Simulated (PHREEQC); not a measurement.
Synthetic water in mg/kgw, 20 °C, pH 6.31, pe -1.9: Na 0.00103; K 0.00386; Ca 0.0179; Mg 0.00392; Cl 0.0103; S(6) as SO4 0.0205; Alkalinity as HCO3 0.0411; Fe(2) 3.4e-05.

Valence states are taken as typed.

The numbers come from PHREEQC with the ion-association model, phreeqc.dat.

* **ionic strength**: 2.69e-6 mol/kgw
* **charge-balance error**: -0.8 %

```csv
species,molality,activity,log γ
CO2,1.35e-6,1.35e-6,0.000
HCO3-,1.15e-6,1.15e-6,-0.001
H+,4.91e-7,4.90e-7,-0.001
Ca+2,4.47e-7,4.43e-7,-0.003
Cl-,2.91e-7,2.90e-7,-0.001
SO4-2,2.13e-7,2.12e-7,-0.003
Mg+2,1.61e-7,1.60e-7,-0.003
K+,9.87e-8,9.85e-8,-0.001
Na+,4.48e-8,4.47e-8,-0.001
OH-,1.40e-8,1.40e-8,-0.001
```

This is a speciation only: nothing precipitates in the calculation. Species that the database lacks are ignored.
